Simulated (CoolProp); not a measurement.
Vapour-liquid equilibrium of R22 (1) + R123 (2) at -14.35 °C; x and y are mole fractions of (1).

Computed with CoolProp (multi-fluid Helmholtz-energy mixture model, Kamei 1995 and Younglove 1994; pair parameters Bell 2016).

Q: Give the bubble pressure and the first vapour's composition at x = 0.05, 0.45, 0.65. Is there an azeotrope?

A: x = 0.05: 0.02951 MPa, y = 0.474; x = 0.45: 0.1475 MPa, y = 0.935; x = 0.65: 0.2043 MPa, y = 0.968. No azeotrope shows between x = 0.05 and 0.95.

The pair parameters rest on a limited set of measurements; away from them the model extrapolates. The gap from Raoult's law changes sign with composition, which may be real or a fault of the pair parameters; it wasn't checked against measurements.
